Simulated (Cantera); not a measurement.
# Ignition delay

Mixture: 4.63 % C3H8, 14.4 % O2, 80.9 % N2, equivalence ratio 1.6, at 15.0 bar, adiabatic and at constant pressure. Ignition delay is the time to a rise of 400 K.

Cantera simulation using GRI-Mech 3.0 (53 species, 325 reactions); the numbers are that mechanism's predictions, not measurements. GRI-Mech 3.0 was tuned for natural gas; its chemistry of propane as a main component is partial and can be far from experiment. The pressure lies above the range GRI-Mech 3.0 was tuned for (to about 10 atm).

```
T0 (K)  delay (ms)
------  ----------
1075          16.9
1175          2.70
1275         0.473
1375         0.101
1475        0.0282
1575        0.0102
```

| Property | Value |
|---|---|
| apparent activation energy between 1375 and 1575 K | 210 kJ/mol |
